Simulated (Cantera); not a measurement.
Charge: 1 mol Cr, 1.5 mol NH3, 2 mol N2, 0.13 mol N2O, held at 26000 Pa.

Cantera equilibrium calculation (NASA polynomials, part measured and part estimated; ideal gas, pure solids and liquids). Candidate condensed phases: Cr, CrN, Cr2N, Cr2O3, H2O; 29 gas species. Mutual solubility and eutectic melting of coexisting phases are not modelled. Equilibrium is a limit: real reactors are often held back by kinetics, nucleation or transport.

Problem. What share of the Cr ends up in condensed phases as a function of T (K), at 1648, 1748, 1848, 1948, 2048, 2148, 2248, 2348, 2448, 2548, 2648?

Solution. 
| T (K) | Cr condensed (%) | as |
|---|---|---|
| 1648 | 100.0 | Cr(s) + Cr2O3(s) |
| 1748 | 99.9 | Cr(s) + Cr2O3(s) |
| 1848 | 99.6 | Cr(s) + Cr2O3(s) |
| 1948 | 98.7 | Cr(s) + Cr2O3(s) |
| 2048 | 96.1 | Cr(s) + Cr2O3(s) |
| 2148 | 89.1 | Cr(l) + Cr2O3(s) |
| 2248 | 73.0 | Cr(l) + Cr2O3(s) |
| 2348 | 35.3 | Cr(l) |
| 2448 | 0.0 | - |
| 2548 | 0.0 | - |
| 2648 | 0.0 | - |
